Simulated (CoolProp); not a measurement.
Vapour-liquid equilibrium of diethyl ether (1) + acetone (2) at 382 K; x and y are mole fractions of (1).

Model: multi-fluid Helmholtz-energy mixture model, Thol 2014 and Lemmon 2006; pair parameters Bell 2016, in CoolProp.

| x | bubble pressure (kPa) | y at the bubble point | dew pressure at overall composition x (kPa) | liquid density (mol/L) |
|---|---|---|---|---|
| 0.05 | 494.0 | 0.098 | 479.2 | 11.49 |
| 0.2 | 578.5 | 0.331 | 528.2 | 10.77 |
| 0.35 | 651.5 | 0.497 | 586.1 | 10.12 |
| 0.5 | 710.0 | 0.623 | 652.8 | 9.529 |
| 0.65 | 754.1 | 0.728 | 722.2 | 9.002 |
| 0.8 | 784.3 | 0.831 | 777.0 | 8.541 |
| 0.95 | 797.8 | 0.951 | 797.8 | 8.148 |

No azeotrope shows between x = 0.05 and 0.95.

The pair parameters rest on a limited set of measurements; away from them the model extrapolates.
